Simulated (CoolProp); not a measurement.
Vapour-liquid equilibrium of benzene (1) + octamethylcyclotetrasiloxane (D4) (2) at 0.524 bar; x and y are mole fractions of (1).

Computed with CoolProp (multi-fluid Helmholtz-energy mixture model, Thol 2012 and Thol 2015; pair parameters Bell 2016).

```json
[
 {"x": "0.05", "bubble temperature (K)": "413.0", "y at the bubble point": "0.324", "dew temperature at overall composition x (K)": "423.1", "liquid density (mol/L)": "2.860"},
 {"x": "0.125", "bubble temperature (K)": "396.8", "y at the bubble point": "0.634", "dew temperature at overall composition x (K)": "420.6", "liquid density (mol/L)": "3.131"},
 {"x": "0.2", "bubble temperature (K)": "383.3", "y at the bubble point": "0.796", "dew temperature at overall composition x (K)": "417.9", "liquid density (mol/L)": "3.419"},
 {"x": "0.275", "bubble temperature (K)": "372.7", "y at the bubble point": "0.879", "dew temperature at overall composition x (K)": "415.0", "liquid density (mol/L)": "3.729"},
 {"x": "0.35", "bubble temperature (K)": "364.6", "y at the bubble point": "0.923", "dew temperature at overall composition x (K)": "411.9", "liquid density (mol/L)": "4.066"},
 {"x": "0.425", "bubble temperature (K)": "358.4", "y at the bubble point": "0.948", "dew temperature at overall composition x (K)": "408.5", "liquid density (mol/L)": "4.440"},
 {"x": "0.5", "bubble temperature (K)": "353.4", "y at the bubble point": "0.964", "dew temperature at overall composition x (K)": "404.8", "liquid density (mol/L)": "4.863"},
 {"x": "0.575", "bubble temperature (K)": "349.3", "y at the bubble point": "0.974", "dew temperature at overall composition x (K)": "400.6", "liquid density (mol/L)": "5.349"},
 {"x": "0.65", "bubble temperature (K)": "345.8", "y at the bubble point": "0.982", "dew temperature at overall composition x (K)": "395.7", "liquid density (mol/L)": "5.916"},
 {"x": "0.725", "bubble temperature (K)": "342.7", "y at the bubble point": "0.988", "dew temperature at overall composition x (K)": "390.0", "liquid density (mol/L)": "6.588"},
 {"x": "0.8", "bubble temperature (K)": "339.8", "y at the bubble point": "0.992", "dew temperature at overall composition x (K)": "382.8", "liquid density (mol/L)": "7.401"},
 {"x": "0.875", "bubble temperature (K)": "337.2", "y at the bubble point": "0.996", "dew temperature at overall composition x (K)": "373.3", "liquid density (mol/L)": "8.401"},
 {"x": "0.95", "bubble temperature (K)": "334.7", "y at the bubble point": "0.999", "dew temperature at overall composition x (K)": "357.8", "liquid density (mol/L)": "9.660"}
]
```

No azeotrope shows between x = 0.05 and 0.95.

Pair parameters are fitted to limited data, so mixtures are less certain than the pure fluids.
